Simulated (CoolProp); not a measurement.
c-C4F8 (RC318) along the isotherm 137.35 °C: fugacity coefficient from the reference equation and from simpler models built on Tc = 115.2 °C, pc = 27.78 bar, ω = 0.355; each cubic takes its own stable root.

Model: reference Helmholtz-energy equation of state, Platzer 1990, in CoolProp. This equation is an older, rougher fit; its heat capacities, sound speeds and derivatives of the liquid may be far off and weren't checked against measurements.

| p (bar) | phase | reference |
|---|---|---|
| 4.63 | gas | 0.9551 |
| 9.26 | gas | 0.9108 |
| 13.9 | gas | 0.8668 |
| 18.5 | gas | 0.8236 |
| 23.1 | gas | 0.7806 |
| 27.8 | supercritical | 0.7365 |
| 32.4 | supercritical | 0.6929 |
| 37 | supercritical | 0.6484 |
| 41.7 | supercritical | 0.6034 |

How far does each simpler model (van der Waals, Redlich-Kwong, Soave-Redlich-Kwong) lie from the reference over these 9 states: mean and median of the absolute difference, and the worst?


- van der Waals: mean 0.5 %, median 0.6 %, worst -0.9 % at 137.35 °C and 41.7 bar
- Redlich-Kwong: mean 1.6 %, median 1.5 %, worst -2.9 % at 137.35 °C and 41.7 bar
- Soave-Redlich-Kwong: mean 0.3 %, median 0.2 %, worst +0.7 % at 137.35 °C and 41.7 bar
